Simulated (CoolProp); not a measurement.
Vapour-liquid equilibrium of isohexane (1) + n-heptane (2) at -1.85 °C; x and y are mole fractions of (1).

Computed with CoolProp (multi-fluid Helmholtz-energy mixture model, Lemmon 2006 and Span 2003; pair parameters Bell 2016).

```tsv
x	bubble pressure, mixture model (MPa)	bubble pressure, Raoult's law (MPa)	y, mixture model	y, Raoult's law
0.05	0.001709	0.001697	0.245	0.240
0.2	0.002734	0.002715	0.601	0.600
0.35	0.003738	0.003734	0.761	0.764
0.5	0.004741	0.004753	0.855	0.857
0.65	0.005753	0.005771	0.916	0.918
0.8	0.006776	0.006790	0.959	0.960
0.95	0.007806	0.007809	0.991	0.991
```

The largest gap from Raoult's law is +0.7 % in bubble pressure, at x = 0.05. No azeotrope shows between x = 0.05 and 0.95.

The pair parameters rest on a limited set of measurements; away from them the model extrapolates.
